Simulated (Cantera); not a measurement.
A closed system holds: 1 mol Cr, 46 mol N2, 31 mol H2, equilibrated at 0.133 bar.

These are equilibrium values from Cantera (NASA tables, ideal gas, pure condensed phases), not measurements of a reactor. Candidate condensed phases: Cr, CrN, Cr2N; 11 gas species. Equilibrium is a limit: real reactors are often held back by kinetics, nucleation or transport.

Problem. Which condensed phases are stable at each of these points (T (°C)): 500, 650, 800, 950, 1100, 1250, 1400, 1550, 1700, 1850, 2000, 2150, 2300?

Solution. 
| T (°C) | condensed phases | Cr condensed (%) |
|---|---|---|
| 500 | CrN(s) | 100.0 |
| 650 | CrN(s) | 100.0 |
| 800 | CrN(s) | 100.0 |
| 950 | Cr2N(s) | 100.0 |
| 1100 | Cr2N(s) | 100.0 |
| 1250 | Cr2N(s) | 100.0 |
| 1400 | Cr(s) | 99.2 |
| 1550 | Cr(s) | 92.6 |
| 1700 | Cr(s) | 51.0 |
| 1850 | gas only | 0.0 |
| 2000 | gas only | 0.0 |
| 2150 | gas only | 0.0 |
| 2300 | gas only | 0.0 |

From 500 °C to 800 °C the condensed part is CrN(s). From 950 °C to 1250 °C the condensed part is Cr2N(s). From 1400 °C to 1700 °C the condensed part is Cr(s). From 1850 °C to 2300 °C nothing is condensed.
